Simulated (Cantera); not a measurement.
**Ignition delay**

Mixture: 6.87 % CH4, 19.6 % O2, 73.5 % N2, at 0.326 atm, adiabatic and at constant pressure. Ignition delay is the time to a rise of 400 K.

Computed with Cantera and GRI-Mech 3.0 (53 species, 325 reactions).

```json
[
 {"T0 (K)": "1200", "delay (ms)": "91.3"},
 {"T0 (K)": "1250", "delay (ms)": "44.1"},
 {"T0 (K)": "1300", "delay (ms)": "22.3"},
 {"T0 (K)": "1350", "delay (ms)": "11.9"},
 {"T0 (K)": "1400", "delay (ms)": "6.70"},
 {"T0 (K)": "1450", "delay (ms)": "3.98"},
 {"T0 (K)": "1500", "delay (ms)": "2.49"},
 {"T0 (K)": "1550", "delay (ms)": "1.63"},
 {"T0 (K)": "1600", "delay (ms)": "1.11"},
 {"T0 (K)": "1650", "delay (ms)": "0.774"}
]
```

The apparent activation energy between 1550 and 1650 K comes out as 160 kJ/mol.
